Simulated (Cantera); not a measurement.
A closed system holds: 1 mol PbO, 2.4 mol CO, 2.9 mol N₂, at 1498 K and 0.210 bar.

Method: chemical equilibrium by Gibbs-energy minimisation in Cantera with the NASA 1993 tables (ideal gas, pure condensed phases). Candidate condensed phases: C, Pb, PbO, PbO₂, Pb₃O₄; 27 gas species. Rates play no part.

Base state: N₂ 0.484, CO 0.234, CO₂ 0.167, Pb 0.115, PbO 7.97e-5, Pb₂ 4.75e-5 (mole fractions); condensed: Pb(l).

**Question.** What changes in the equilibrium state with this change: temperature from 1498 K to 1025 K?

**Answer.** 
```json
[
 {"species": "N₂", "before": "0.484", "after": "0.547"},
 {"species": "CO", "before": "0.234", "after": "0.264"},
 {"species": "CO₂", "before": "0.167", "after": "0.189"},
 {"species": "Pb", "before": "0.115", "after": "0.000132"},
 {"species": "PbO", "before": "7.97e-5", "after": "<1e-9"},
 {"species": "Pb₂", "before": "4.75e-5", "after": "<1e-9"},
 {"species": "Pb(l), mol", "before": "0.312", "after": "0.999"}
]
```
